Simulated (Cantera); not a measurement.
Input (Python, Cantera) and output of one run.

```python
import numpy as np
import cantera as ct

gas_names = """
    H HO2 H2 H2O H2O2 O OH O2 O3 Si SiH SiH2 SiH3 SiH4 SiO SiO2 Si2 Si3
""".split()
cond_names = """
    H2O(s) H2O(L) Si(cr) Si(L) SiO2(Lqz) SiO2(hqz) SiO2(L)
""".split()


# ... load() reads the species with a 1 bar reference pressure and builds the phases ...
atoms = {
    'Si2H6': {'Si': 2, 'H': 6},
    'O3': {'O': 3},
    'H2': {'H': 2},
}
top_T = {}  # K; cautious upper limits of use, not melting points


# ... equilibrate(T, P, feed) seeds the gas with the atoms and calls Mixture.equilibrate('TP', solver="vcs", rtol=1e-11, max_steps=5000) ...
results = []
feed = {'Si2H6': 1, 'O3': 0.6, 'H2': 61}  # mol
P = 73000  # Pa
for T in [1100, 1175, 1250, 1325, 1400, 1475, 1550, 1625, 1700, 1775, 1850, 1925]:
    mix = equilibrate(T, P, feed)
    results.append((T, P, feed, dict(zip(mix.species_names, mix.species_moles))))
    x = sorted(zip(gas.X, gas.species_names), reverse=True)
    print(f"T = {T:g} K  P = {P:g} Pa  gas = {mix.phase_moles(0):.4g} mol")
    print("   x: " + "  ".join(f"{s} {v:.3e}" for v, s in x if v > 1e-06))
    print("   condensed (mol): " + ("  ".join(f"{mix.phase(i).name} {mix.phase_moles(i):.4g}"
          for i in range(1, mix.n_phases) if mix.phase_moles(i) > 1e-12) or "none"))
```

Result:

```
T = 1100 K  P = 73000 Pa  gas = 64 mol
   x: H2 1.000e+00
   condensed (mol): Si(cr) 1.1  SiO2(hqz) 0.9
T = 1175 K  P = 73000 Pa  gas = 64 mol
   x: H2 1.000e+00
   condensed (mol): Si(cr) 1.1  SiO2(hqz) 0.9
T = 1250 K  P = 73000 Pa  gas = 64 mol
   x: H2 1.000e+00  SiO 2.923e-06
   condensed (mol): Si(cr) 1.1  SiO2(hqz) 0.8999
T = 1325 K  P = 73000 Pa  gas = 64 mol
   x: H2 1.000e+00  SiO 1.899e-05  H 1.914e-06
   condensed (mol): Si(cr) 1.099  SiO2(hqz) 0.8994
T = 1400 K  P = 73000 Pa  gas = 64.01 mol
   x: H2 9.999e-01  SiO 1.005e-04  H 5.693e-06  H2O 1.047e-06
   condensed (mol): Si(cr) 1.097  SiO2(hqz) 0.8968
T = 1475 K  P = 73000 Pa  gas = 64.03 mol
   x: H2 9.995e-01  SiO 4.466e-04  H 1.518e-05  H2O 2.518e-06  SiH2 1.079e-06
   condensed (mol): Si(cr) 1.086  SiO2(hqz) 0.8856
T = 1550 K  P = 73000 Pa  gas = 64.11 mol
   x: H2 9.982e-01  SiO 1.711e-03  H 3.683e-05  H2O 5.543e-06  SiH2 2.788e-06
   condensed (mol): Si(cr) 1.045  SiO2(hqz) 0.845
T = 1625 K  P = 73000 Pa  gas = 64.37 mol
   x: H2 9.941e-01  SiO 5.770e-03  H 8.233e-05  H2O 1.129e-05  SiH2 6.572e-06
   condensed (mol): Si(cr) 0.9141  SiO2(hqz) 0.7139
T = 1700 K  P = 73000 Pa  gas = 65.13 mol
   x: H2 9.826e-01  SiO 1.722e-02  H 1.709e-04  H2O 2.159e-05  SiH2 1.394e-05  SiH 1.218e-06
   condensed (mol): Si(L) 0.5389  SiO2(L) 0.3386
T = 1775 K  P = 73000 Pa  gas = 65.81 mol
   x: H2 9.723e-01  SiO 2.733e-02  H 3.340e-04  H2O 2.604e-05  SiH2 2.434e-05  SiH 3.109e-06  Si 3.007e-06
   condensed (mol): Si(L) 0.1996
T = 1850 K  P = 73000 Pa  gas = 65.82 mol
   x: H2 9.720e-01  SiO 2.733e-02  H 6.216e-04  SiH2 4.098e-05  H2O 2.045e-05  Si 8.834e-06  SiH 7.378e-06
   condensed (mol): Si(L) 0.1975
T = 1925 K  P = 73000 Pa  gas = 65.84 mol
   x: H2 9.714e-01  SiO 2.732e-02  H 1.103e-03  SiH2 6.619e-05  Si 2.384e-05  H2O 1.639e-05  SiH 1.634e-05
   condensed (mol): Si(L) 0.194
```

Method: chemical equilibrium by Gibbs-energy minimisation in Cantera with the NASA 1993 tables (ideal gas, pure condensed phases). The feed counts by its element totals alone. Each liquid is taken as pure. Mutual solubility and eutectic melting of coexisting phases are not modelled. The tables hold silica as quartz up to 1696 K and as liquid above; real silica turns to tridymite and cristobalite and melts near 1996 K. Gases not in the tables: Si2H6 and higher silanes.
